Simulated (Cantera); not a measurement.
An isothermal, constant-pressure homogeneous reactor starts with H2 : O2 = 0.021 : 1 (molar parts), at 948 K and 10.00 Torr.

Cantera simulation using GRI-Mech 3.0 (53 species, 325 reactions); the numbers are that mechanism's predictions, not measurements. Radical loss at walls, strong at low pressure, is not modelled. Below about 950 K walls govern HO2 and H2O2 in real vessels.

x: mole fraction; the columns are a selection and need not sum to one.

```tsv
t (s)	x H2	x O2	x O	x H2O2	x H
6.00e-5	0.0206	0.979	<1e-12	<1e-12	2.26e-12
0.000200	0.0206	0.979	3.35e-12	<1e-12	6.06e-12
0.000665	0.0206	0.979	2.81e-11	<1e-12	1.78e-11
0.00221	0.0206	0.979	4.29e-10	<1e-12	1.58e-10
0.00736	0.0206	0.979	?	1.02e-12	?
0.0245	?	0.971	?	?	?
0.0815	5.09e-5	0.978	0.00156	3.74e-8	0.000125
0.271	5.60e-6	0.979	0.000195	2.73e-8	5.11e-6
0.903	5.31e-7	0.979	2.08e-5	1.52e-8	1.80e-7
3.00	5.27e-8	0.979	2.59e-6	6.15e-9	8.02e-9
10.0	6.91e-9	0.979	4.33e-7	2.09e-9	5.48e-10
```

### Question
Some entries are withheld; supply them.

### Answer

- 0.00736, x O: 3.19e-7
- 0.00736, x H: 1.10e-7
- 0.0245, x H2: 0.000984
- 0.0245, x O: 0.00691
- 0.0245, x H2O2: 1.12e-7
- 0.0245, x H: 0.00251
